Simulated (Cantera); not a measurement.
What does this Cantera script print?

```python
import numpy as np
import cantera as ct

gas_names = """
    CL CL2 H HCL H2 N NH NH2 NH3 N2 N2H2 N2H4 Si SiCL SiCL2 SiCL3 SiCL4 SiH SiHCL3 SiH2 SiH2CL2 SiH3
    SiH3CL SiH4 SiN Si2 Si2N Si3
""".split()
cond_names = """
    NH4CL(a) NH4CL(b) Si(cr) Si(L) Si3N4(a)
""".split()


# ... load() reads the species with a 1 bar reference pressure and builds the phases ...
atoms = {
    'SiCl4': {'Si': 1, 'CL': 4},
    'N2': {'N': 2},
    'H2': {'H': 2},
}
top_T = {'Si3N4(a)': 2400}  # K; cautious upper limits of use, not melting points


# ... equilibrate(T, P, feed) seeds the gas with the atoms and calls Mixture.equilibrate('TP', solver="vcs", rtol=1e-11, max_steps=5000) ...
results = []
P = 100000  # Pa
for T in [1250, 1300, 1350, 1400, 1450, 1500, 1550, 1600, 1650, 1700, 1750, 1800, 1850]:
    for m in [4.9, 6.1, 7.7, 9.8, 12, 16, 20, 25, 31, 40, 50, 63]:
        feed = {'SiCl4': 1, 'N2': 0.82, 'H2': m}  # mol
        mix = equilibrate(T, P, feed)
        results.append((T, P, feed, dict(zip(mix.species_names, mix.species_moles))))

for T, P, feed, n in results:
    print(f"{T:7g} {feed['H2']:10.4g}  " + (" + ".join(c for c in cond_names if n.get(c, 0) > 1e-12) or "gas only"))
```

Output:

```
   1250        4.9  Si3N4(a)
   1250        6.1  Si3N4(a)
   1250        7.7  Si3N4(a)
   1250        9.8  Si3N4(a)
   1250         12  Si3N4(a)
   1250         16  Si3N4(a)
   1250         20  Si3N4(a)
   1250         25  Si3N4(a)
   1250         31  Si3N4(a)
   1250         40  Si3N4(a)
   1250         50  Si3N4(a)
   1250         63  Si3N4(a)
   1300        4.9  Si3N4(a)
   1300        6.1  Si3N4(a)
   1300        7.7  Si3N4(a)
   1300        9.8  Si3N4(a)
   1300         12  Si3N4(a)
   1300         16  Si3N4(a)
   1300         20  Si3N4(a)
   1300         25  Si3N4(a)
   1300         31  Si3N4(a)
   1300         40  Si3N4(a)
   1300         50  Si3N4(a)
   1300         63  Si3N4(a)
   1350        4.9  Si3N4(a)
   1350        6.1  Si3N4(a)
   1350        7.7  Si3N4(a)
   1350        9.8  Si3N4(a)
   1350         12  Si3N4(a)
   1350         16  Si3N4(a)
   1350         20  Si3N4(a)
   1350         25  Si3N4(a)
   1350         31  Si3N4(a)
   1350         40  Si3N4(a)
   1350         50  Si3N4(a)
   1350         63  Si3N4(a)
   1400        4.9  Si3N4(a)
   1400        6.1  Si3N4(a)
   1400        7.7  Si3N4(a)
   1400        9.8  Si3N4(a)
   1400         12  Si3N4(a)
   1400         16  Si3N4(a)
   1400         20  Si3N4(a)
   1400         25  Si3N4(a)
   1400         31  Si3N4(a)
   1400         40  Si3N4(a)
   1400         50  Si3N4(a)
   1400         63  Si3N4(a)
   1450        4.9  Si3N4(a)
   1450        6.1  Si3N4(a)
   1450        7.7  Si3N4(a)
   1450        9.8  Si3N4(a)
   1450         12  Si3N4(a)
   1450         16  Si3N4(a)
   1450         20  Si3N4(a)
   1450         25  Si3N4(a)
   1450         31  Si3N4(a)
   1450         40  Si3N4(a)
   1450         50  Si3N4(a)
   1450         63  Si3N4(a)
   1500        4.9  Si3N4(a)
   1500        6.1  Si3N4(a)
   1500        7.7  Si3N4(a)
   1500        9.8  Si3N4(a)
   1500         12  Si3N4(a)
   1500         16  Si3N4(a)
   1500         20  Si3N4(a)
   1500         25  Si3N4(a)
   1500         31  Si3N4(a)
   1500         40  Si3N4(a)
   1500         50  Si3N4(a)
   1500         63  Si3N4(a)
   1550        4.9  Si3N4(a)
   1550        6.1  Si3N4(a)
   1550        7.7  Si3N4(a)
   1550        9.8  Si3N4(a)
   1550         12  Si3N4(a)
   1550         16  Si3N4(a)
   1550         20  Si3N4(a)
   1550         25  Si3N4(a)
   1550         31  Si3N4(a)
   1550         40  Si3N4(a)
   1550         50  Si3N4(a)
   1550         63  Si3N4(a)
   1600        4.9  Si3N4(a)
   1600        6.1  Si3N4(a)
   1600        7.7  Si3N4(a)
   1600        9.8  Si3N4(a)
   1600         12  Si3N4(a)
   1600         16  Si3N4(a)
   1600         20  Si3N4(a)
   1600         25  Si3N4(a)
   1600         31  Si3N4(a)
   1600         40  Si3N4(a)
   1600         50  Si3N4(a)
   1600         63  Si3N4(a)
   1650        4.9  Si3N4(a)
   1650        6.1  Si3N4(a)
   1650        7.7  Si3N4(a)
   1650        9.8  Si3N4(a)
   1650         12  Si3N4(a)
   1650         16  Si3N4(a)
   1650         20  Si3N4(a)
   1650         25  Si3N4(a)
   1650         31  Si3N4(a)
   1650         40  Si3N4(a)
   1650         50  Si3N4(a)
   1650         63  Si3N4(a)
   1700        4.9  Si3N4(a)
   1700        6.1  Si3N4(a)
   1700        7.7  Si3N4(a)
   1700        9.8  Si3N4(a)
   1700         12  Si3N4(a)
   1700         16  Si3N4(a)
   1700         20  Si3N4(a)
   1700         25  Si3N4(a)
   1700         31  Si3N4(a)
   1700         40  Si3N4(a)
   1700         50  Si3N4(a)
   1700         63  Si3N4(a)
   1750        4.9  Si3N4(a)
   1750        6.1  Si3N4(a)
   1750        7.7  Si3N4(a)
   1750        9.8  Si3N4(a)
   1750         12  Si3N4(a)
   1750         16  Si3N4(a)
   1750         20  Si3N4(a)
   1750         25  Si3N4(a)
   1750         31  Si3N4(a)
   1750         40  Si3N4(a)
   1750         50  Si3N4(a)
   1750         63  Si3N4(a)
   1800        4.9  Si3N4(a)
   1800        6.1  Si3N4(a)
   1800        7.7  Si3N4(a)
   1800        9.8  Si3N4(a)
   1800         12  Si3N4(a)
   1800         16  Si3N4(a)
   1800         20  Si3N4(a)
   1800         25  Si3N4(a)
   1800         31  Si3N4(a)
   1800         40  Si3N4(a)
   1800         50  Si3N4(a)
   1800         63  Si(L) + Si3N4(a)
   1850        4.9  Si3N4(a)
   1850        6.1  Si3N4(a)
   1850        7.7  Si3N4(a)
   1850        9.8  Si3N4(a)
   1850         12  Si3N4(a)
   1850         16  Si3N4(a)
   1850         20  Si3N4(a)
   1850         25  Si3N4(a)
   1850         31  Si(L) + Si3N4(a)
   1850         40  Si(L)
   1850         50  Si(L)
   1850         63  Si(L)
```

These are equilibrium values from Cantera (NASA tables, ideal gas, pure condensed phases), not measurements of a reactor. N2 is the only nitrogen source here; it is nearly inert below about 1500 K, so the nitride shown seldom forms there in practice. Mutual solubility and eutectic melting of coexisting phases are not modelled. The tables' values for SiCl3 are old estimates.
